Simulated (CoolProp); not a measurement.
Saturated liquid density (kg/m³) of sulfur dioxide: the reference equation beside estimates from Tc = 157.5 °C, pc = 7.887 MPa, ω = 0.256. Rackett uses Z = 0.29056 − 0.08775 ω.

The numbers come from the reference Helmholtz-energy equation of state, Gao 2016 in CoolProp.

```
T (°C)  reference  Rackett  van der Waals  Redlich-Kwong  Soave-Redlich-Kwong  Peng-Robinson
------  ---------  -------  -------------  -------------  -------------------  -------------
64.85        1245     1230          740.3           1051                 1102           1250
76.45        1205     1191          716.7           1009                 1059           1203
88.05        1162     1150          691.3          962.8                 1013           1150
99.65        1115     1105          663.5          912.8                961.1           1090
111.25       1062     1056          632.7          857.6                902.9           1023
122.85       1000    999.0          597.7          795.2                836.1          945.4
134.45      925.3    931.0          556.1          722.1                756.5          852.0
146.05      823.2    839.5          502.1          629.0                653.6          730.2
```

Absolute difference from the reference over all 8 rows, mean and median: Rackett 0.9 and 1.0 %, van der Waals 40.2 and 40.5 %, Redlich-Kwong 19.1 and 18.7 %, Soave-Redlich-Kwong 15.1 and 14.4 %, Peng-Robinson 4.0 and 3.0 %.
